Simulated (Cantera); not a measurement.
A Cantera script and its output.

```python
import numpy as np
import cantera as ct

gas = ct.Solution("gri30.yaml")
gas.TPX = 350, 63000, {'CH3OH': 1, 'O2': 0.938, 'N2': 3.52}
inlet = ct.Reservoir(gas, clone=True)
gas.equilibrate("HP")  # start burning
reactor = ct.IdealGasConstPressureReactor(gas, energy="on", clone=False)
exhaust = ct.Reservoir(gas, clone=True)
tau = [0.1, 0.047, 0.021, 0.0096, 0.0044, 0.002, 0.00089, 0.0004, 0.00018, 8.2e-05, 3.7e-05, 1.7e-05][0]
for a, b in ((inlet, reactor), (reactor, exhaust)):
    ct.MassFlowController(a, b, mdot=lambda t: reactor.mass / tau)
net = ct.ReactorNet([reactor])
show = ['CH3OH', 'O2', 'CH2O', 'CH3', 'N2O', 'CH2CO', 'NO']

rows = []
print(f"{'tau/s':>10s}{'T/K':>9s}" + "".join(f"{s:>11s}" for s in show))
for tau in [0.1, 0.047, 0.021, 0.0096, 0.0044, 0.002, 0.00089, 0.0004, 0.00018, 8.2e-05, 3.7e-05, 1.7e-05]:
    net.initial_time = 0.0
    net.advance(30 * tau)
    before = gas.X
    net.advance(40 * tau)
    drift = np.max(np.abs(gas.X - before) / (gas.X + 1e-9))
    rows.append([gas.T, *gas[show].X, drift])
    print(f"{tau:10.3e}{gas.T:9.1f}" + "".join(f"{x:11.3e}" for x in gas[show].X))
```

It prints:

```
     tau/s      T/K      CH3OH         O2       CH2O        CH3        N2O      CH2CO         NO
 1.000e-01   1915.5  2.127e-06  9.008e-05  1.886e-06  2.440e-06  1.569e-09  6.773e-09  5.035e-05
 4.700e-02   1905.7  3.428e-06  1.510e-04  2.995e-06  4.165e-06  2.028e-09  1.030e-08  6.108e-05
 2.100e-02   1892.8  5.902e-06  2.597e-04  5.051e-06  7.613e-06  2.626e-09  1.666e-08  6.906e-05
 9.600e-03   1878.5  1.045e-05  4.352e-04  8.731e-06  1.413e-05  3.299e-09  2.826e-08  7.143e-05
 4.400e-03   1863.2  1.945e-05  7.291e-04  1.585e-05  2.706e-05  4.027e-09  5.296e-08  6.823e-05
 2.000e-03   1847.1  3.873e-05  1.267e-03  3.084e-05  5.391e-05  4.778e-09  1.160e-07  5.983e-05
 8.900e-04   1827.5  8.480e-05  2.406e-03  6.613e-05  1.123e-04  5.530e-09  3.141e-07  4.627e-05
 4.000e-04   1794.1  2.079e-04  5.168e-03  1.589e-04  2.354e-04  6.415e-09  1.057e-06  2.861e-05
 1.800e-04    350.0  1.832e-01  1.719e-01 -2.724e-17 -7.171e-27 -6.457e-23 -3.486e-20 -7.151e-21
 8.200e-05    350.0  1.832e-01  1.719e-01 -8.534e-21 -2.246e-30 -2.023e-26 -1.092e-23 -2.240e-24
 3.700e-05    350.0  1.832e-01  1.719e-01 -5.391e-22 -1.419e-31 -1.278e-27 -6.898e-25 -1.415e-25
 1.700e-05    350.0  1.832e-01  1.719e-01 -3.405e-23 -8.963e-33 -8.071e-29 -4.357e-26 -8.939e-27
```

Model: GRI-Mech 3.0 (53 species, 325 reactions), integrated in Cantera. GRI-Mech 3.0 was tuned for natural gas; its chemistry of methanol as a main component is partial and can be far from experiment.
